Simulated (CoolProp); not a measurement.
The fluid at 293.15 K and 1.06 MPa is throttled through a valve to 0.701 MPa with no heat exchange. The same conditions are run with several fluids, on thermodynamics alone (safety and materials aside).

Computed with CoolProp (reference Helmholtz-energy equation of state of each fluid (tetrahydrofuran: Fiedler 2023; methanol: de Reuck 1993; R123: Younglove 1994; n-butane: Bücker 2006; octamethyltrisiloxane (MDM): Thol 2017)).

| fluid | temperature change (K) | final density (kg/m³) |
|---|---|---|
| tetrahydrofuran | +0.2 | ? |
| methanol | +0.1 | ? |
| R123 | +0.1 | ? |
| n-butane | +0.1 | ? |
| octamethyltrisiloxane (MDM) | +0.2 | ? |

**Question.** What belongs in the gaps?

**Answer.** 
- tetrahydrofuran, final density (kg/m³): 888
- methanol, final density (kg/m³): 791
- R123, final density (kg/m³): 1480
- n-butane, final density (kg/m³): 579
- octamethyltrisiloxane (MDM), final density (kg/m³): 821
